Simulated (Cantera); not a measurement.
## Halide evaporation, hydrolysis and transport: FeCl₃ + H₂O + N₂

A closed system holds: 1 mol FeCl₃, 0.77 mol H₂O, 5.5 mol N₂, held at 10.0 Pa.

Equilibrium computed with Cantera from the NASA thermochemical tables; the gas is ideal and each condensed phase is pure. Candidate condensed phases: Fe, FeCl₂, FeCl₃, FeO, Fe(OH)₂, Fe(OH)₃, Fe₂O₃, Fe₃O₄, H₂O, NH₄Cl; 37 gas species. The tables' stoichiometric FeO is somewhat more stable than real wüstite, so its field is too wide. FeO: taken at fixed stoichiometry. Rates play no part.

```tsv
T (°C)	x N₂	x Cl	x HCl	x FeCl₂	x Fe	x H	x H₂O	x O	x O₂	x Cl₂	x FeCl₃	n Fe₂O₃(s)	n Fe₃O₄(s)	n FeO(l)
775	0.706	0.00979	0.197	0.0565	<1e-12	1.10e-11	0.000353	3.80e-9	0.00361	0.0161	0.0110	0.237	0	0
925	0.691	0.0193	0.188	0.0813	<1e-12	3.06e-9	0.00256	2.90e-7	0.0146	0.00174	0.00106	0.172	0	0
1075	0.685	0.0259	0.170	0.0888	3.64e-10	2.93e-7	0.0110	5.55e-6	0.0185	0.000190	0.000112	0	0.0957	0
1225	0.683	0.0331	0.140	0.0995	3.35e-7	1.01e-5	0.0253	5.35e-5	0.0184	3.30e-5	1.95e-5	0	0.0661	0
1375	0.679	0.0410	0.109	0.110	8.77e-5	0.000165	0.0400	0.000340	0.0180	8.03e-6	4.78e-6	0	0.0348	0
1525	0.666	0.0602	0.0931	0.105	0.00526	0.00147	0.0431	0.00157	0.0172	3.70e-6	1.58e-6	0	0	0.0765
1675	0.605	0.122	0.0916	0.0585	0.0457	0.00721	0.0290	0.00609	0.0188	4.09e-6	5.22e-7	0	0	0
1825	0.537	0.202	0.0747	0.00847	0.0847	0.0258	0.0148	0.0169	0.0152	3.66e-6	4.39e-8	0	0	0
1975	0.501	0.233	0.0400	0.000541	0.0888	0.0671	0.00530	0.0355	0.00946	1.84e-6	1.30e-9	0	0	0
```
x: gas mole fraction; n: condensed amount in mol.

From 775 °C to 925 °C the condensed part is Fe₂O₃(s). From 1075 °C to 1375 °C the condensed part is Fe₃O₄(s). At 1525 °C the condensed part is FeO(l). From 1675 °C to 1975 °C nothing is condensed. The main Fe-bearing gas is FeCl₂ at 775 °C and Fe at 1975 °C.
